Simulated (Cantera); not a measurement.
What does this Cantera script print?

```python
import numpy as np
import cantera as ct

surf = ct.Interface("ptcombust.yaml", "Pt_surf")
gas = surf.adjacent["gas"]
gas.TPX = 550, 130000, {'H2': 0.026, 'O2': 0.085, 'N2': 0.79}
surf.TP = 550, 130000
reactor = ct.FlowReactor(gas, clone=False)
reactor.area = 0.0001  # m2
reactor.surface_area_to_volume_ratio = 950  # 1/m
reactor.mass_flow_rate = 0.28 * reactor.area * gas.density  # inlet velocity 0.28 m/s
reactor.energy_enabled = False
wall = ct.ReactorSurface(surf, reactor, clone=False)
net = ct.ReactorNet([reactor])
net.rtol, net.atol = 1e-8, 1e-16
show, cover = ['H2', 'O2', 'H2O'], ['PT(S)', 'H(S)', 'O(S)', 'OH(S)', 'CO(S)', 'C(S)']

rows = []
print(f"{'z/m':>9s}{'u/(m/s)':>9s}" + "".join(f"{s:>13s}" for s in show + cover))
for z in [0.0001, 0.00018, 0.00033, 0.00058, 0.001, 0.0018, 0.0033, 0.0058, 0.01]:
    net.advance(z)
    rows.append([reactor.speed, *gas[show].X, *surf[cover].coverages])
    print(f"{z:9.4g}{rows[-1][0]:9.3g}" + "".join(f"{x:13.4e}" for x in rows[-1][1:]))
```

It prints:

```
      z/m  u/(m/s)           H2           O2          H2O        PT(S)         H(S)         O(S)        OH(S)        CO(S)         C(S)
   0.0001    0.277   4.7743e-03   8.3275e-02   2.4435e-02   8.9224e-02   3.8018e-08   8.7399e-01   3.6543e-02  -2.8098e-25  -5.7957e-29
  0.00018    0.276   2.8131e-03   8.2374e-02   2.6425e-02   5.3148e-02   1.3078e-08   9.1714e-01   2.9557e-02   5.6335e-25  -2.3476e-29
  0.00033    0.276   1.5821e-03   8.1808e-02   2.7674e-02   3.0098e-02   4.1848e-09   9.4689e-01   2.2920e-02   6.7388e-26   5.3927e-30
  0.00058    0.276   9.1258e-04   8.1500e-02   2.8353e-02   1.7427e-02   1.4317e-09   9.6478e-01   1.7738e-02  -3.8549e-24  -3.8307e-28
    0.001    0.276   5.3262e-04   8.1326e-02   2.8739e-02   1.0195e-02   5.0856e-10   9.7607e-01   1.3705e-02   5.8573e-25  -9.4118e-30
   0.0018    0.276   2.9673e-04   8.1217e-02   2.8978e-02   5.6910e-03   1.6801e-10   9.8398e-01   1.0308e-02   6.6809e-24   8.1044e-29
   0.0033    0.276   1.6193e-04   8.1155e-02   2.9115e-02   3.1151e-03   5.4502e-11   9.8922e-01   7.6582e-03  -1.6804e-26  -6.2408e-32
   0.0058    0.276   9.1947e-05   8.1123e-02   2.9186e-02   1.7822e-03   1.9518e-11   9.9241e-01   5.8064e-03   5.7077e-27   5.6716e-31
     0.01    0.276   5.2963e-05   8.1105e-02   2.9226e-02   1.0483e-03   7.4370e-12   9.9449e-01   4.4598e-03   2.4736e-23   1.5304e-27
```

Cantera simulation using Deutschmann's 1995 Pt surface mechanism with GRI-Mech 3.0 gas chemistry; the numbers are that mechanism's predictions, not measurements. Catalytic surfaces can have several steady states; this one follows from the mechanism file's or the stated starting coverage. Mass transfer to the wall is taken as infinitely fast.
